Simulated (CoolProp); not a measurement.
The numbers come from the reference Helmholtz-energy equation of state, Lemmon 2006 in CoolProp. It is a short technical equation, of lower accuracy than the large ones.

Task: For C2F6 (R116), give the phase and the density (kg/m³), isothermal compressibility (1/MPa), expansivity (1/kK), viscosity (µPa s) at 151.85 °C and 2.86 MPa; 151.85 °C and 11.4 MPa.

Result: 
- 151.85 °C and 2.86 MPa: gas; density 120, isothermal compressibility 0.375, expansivity 3.28, viscosity 22.1
- 151.85 °C and 11.4 MPa: supercritical; density 536, isothermal compressibility 0.0828, expansivity 5.14, viscosity 39.3

Viscosity comes from a separate model (Huber 2003), an estimate that may be off by 10 % or more.
